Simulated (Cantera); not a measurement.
A freely propagating, adiabatic, planar premixed flame of 8.67 % CH4, 1.56 % H2, 18.1 % O2, 68.1 % N2, 3.55 % CO2, equivalence ratio 1.0, unburnt at 650 K and 135 Torr; mixture-averaged transport, grid criteria slope 0.08 and curve 0.16, no radiation.

Detailed kinetics in Cantera: GRI-Mech 3.0 (53 species, 325 reactions). Burning velocities carry a grid error of a few per cent, more on coarse grids.

Predict: laminar burning velocity; thermal thickness; peak x(CO).


* **laminar burning velocity**: 195 cm/s
* **thermal thickness**: 1.54 mm
* **peak x(CO)**: 0.0585
